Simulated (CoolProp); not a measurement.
Benzene along the isobar 57.9 bar: fugacity coefficient from the reference equation and from simpler models built on Tc = 562.0 K, pc = 49.06 bar, ω = 0.211; each cubic takes its own stable root.

Values from CoolProp's reference Helmholtz-energy equation of state, Thol 2012.

```tsv
T (K)	phase	reference	van der Waals	Redlich-Kwong	Soave-Redlich-Kwong
432.4	liquid	0.1246	0.2731	0.1611	0.1283
443.8	liquid	___	0.3010	0.1901	0.1556
455.1	liquid	0.1800	___	___	0.1860
466.4	liquid	0.2122	0.3591	0.2548	0.2195
477.7	liquid	0.2474	0.3892	0.2905	0.2560
489	liquid	0.2855	0.4199	0.3279	0.2954
500.4	liquid	___	0.4512	0.3673	0.3378
511.7	liquid	0.3696	0.4826	0.4076	0.3819
523	liquid	0.4146	___	0.4486	0.4278
534.3	liquid	0.4613	0.5452	0.4900	0.4748
545.6	liquid	0.5090	0.5761	0.5311	0.5220
557	liquid	0.5572	0.6064	0.5716	0.5689
568.3	supercritical	0.6037	0.6353	0.6095	0.6127
579.6	supercritical	0.6434	0.6621	0.6426	0.6492
```

Task: Some entries are withheld; supply them.

Result: 
- 443.8, reference: 0.1509
- 455.1, van der Waals: 0.3296
- 455.1, Redlich-Kwong: 0.2213
- 500.4, reference: 0.3265
- 523, van der Waals: 0.5140
